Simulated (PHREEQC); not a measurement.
Consider water at 30 °C with 0.22 mol HF and 0.025 mol NH4HF2 per kg of water. Closed to the air; pH follows from the charge balance.

All values are PHREEQC results (ion-association model, phreeqc.dat), not measurements.

Each row changes one thing in this solution. This is a speciation only: nothing precipitates in the calculation.

| case | pH | ionic strength (mol/kgw) | HF (mol/kgw) | F- (mol/kgw) | HF2- (mol/kgw) |
|---|---|---|---|---|---|
| as made | 2.06 | 0.0349 | 0.219 | 0.0187 | 0.0163 |
| diluted 2-fold with water | 2.23 | 0.0191 | 0.110 | … | 0.00581 |
| 0.22 mol/kgw NaHF2 added | … | 0.242 | … | 0.106 | 0.136 |
| NH4HF2 left out | 1.83 | 0.0165 | 0.196 | 0.00927 | 0.00723 |
| NH4HF2 from 0.025 to 0.005 mol/kgw | 1.89 | 0.0197 | 0.202 | … | 0.00875 |
| temperature from 30 to 10 °C | 1.98 | 0.0371 | 0.217 | 0.0216 | 0.0156 |
| NH4HF2 from 0.025 to 0.0225 mol/kgw | 2.04 | 0.0329 | 0.217 | 0.0176 | 0.0152 |

Fill in the missing entries.


- diluted 2-fold with water, F- (mol/kgw): 0.0133
- 0.22 mol/kgw NaHF2 added, pH: 2.54
- 0.22 mol/kgw NaHF2 added, HF (mol/kgw): 0.325
- NH4HF2 from 0.025 to 0.005 mol/kgw, F- (mol/kgw): 0.0109

Complexes and solids missing from the database can't appear. At this temperature some constants are extrapolated from 25 °C, and those without enthalpy data are left unchanged.
